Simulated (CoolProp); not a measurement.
Vapour-liquid equilibrium of carbon dioxide (1) + n-pentane (2) at 241.3 K; x and y are mole fractions of (1).

The numbers come from the multi-fluid Helmholtz-energy mixture model, Span 1996 and Thol 2019; pair parameters Kunz 2012 in CoolProp.

```tsv
x	bubble pressure (bar)	y at the bubble point	dew pressure at overall composition x (bar)	liquid density (mol/L)
0.05	1.048	0.957	0.04805	9.653
0.15	3.258	0.986	0.05371	10.31
0.25	5.376	0.992	0.06088	11.06
0.35	7.097	0.994	0.07025	11.93
0.45	8.337	0.995	0.08302	12.95
0.55	9.196	0.996	0.1015	14.16
0.65	9.867	0.996	0.1304	15.63
0.75	10.55	0.997	0.1825	17.44
0.85	11.44	0.998	0.3038	19.73
0.95	12.65	0.999	0.9070	22.73
```

No azeotrope shows between x = 0.05 and 0.95.

The pair parameters rest on a limited set of measurements; away from them the model extrapolates. The gap from Raoult's law changes sign with composition, which may be real or a fault of the pair parameters; it wasn't checked against measurements. With so large a gap from Raoult's law the liquid may split in two, which this calculation doesn't test in full.
